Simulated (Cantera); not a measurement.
A closed system holds: 1 mol Ca(OH)2, 0.46 mol H2, held at 1475 °C and 101000 Pa.

Equilibrium computed with Cantera from the NASA thermochemical tables; the gas is ideal and each condensed phase is pure. Candidate condensed phases: Ca, CaO, Ca(OH)2, H2O; 14 gas species. Equilibrium is a limit: real reactors are often held back by kinetics, nucleation or transport.

Problem. What is the equilibrium state?

Solution. 
- x(H2O): 0.685
- x(H2): 0.315
- x(H): 0.000127
- x(OH): 1.62e-5
- x(Ca(OH)2): 7.34e-6
- n(CaO(s)): 1.000 mol
- gas amount: 1.460 mol
- log10 activity of Ca(l) (absent): -9.24
